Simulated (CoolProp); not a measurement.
Vapour-liquid equilibrium of R113 (1) + acetone (2) at 267.4 K; x and y are mole fractions of (1).

Computed with CoolProp (multi-fluid Helmholtz-energy mixture model, Marx 1992 and Lemmon 2006; pair parameters Bell 2016).

```csv
x,"bubble pressure, mixture model (kPa)","bubble pressure, Raoult's law (kPa)","y, mixture model","y, Raoult's law"
0.05,8.156,7.029,0.204,0.080
0.125,9.661,7.366,0.371,0.192
0.2,10.70,7.703,0.465,0.293
0.275,11.41,8.041,0.526,0.387
0.35,11.90,8.378,0.569,0.472
0.425,12.23,8.715,0.602,0.551
0.5,12.46,9.053,0.630,0.624
0.575,12.61,9.390,0.656,0.692
0.65,12.70,9.727,0.684,0.755
0.725,12.72,10.06,0.716,0.814
0.8,12.65,10.40,0.757,0.869
0.875,12.41,10.74,0.816,0.921
0.95,11.89,11.08,0.907,0.969
```

The largest gap from Raoult's law is +42.0 % in bubble pressure, at x = 0.35. y crosses x between x = 0.65 and 0.725: the model has an azeotrope there.

Pair parameters are fitted to limited data, so mixtures are less certain than the pure fluids.
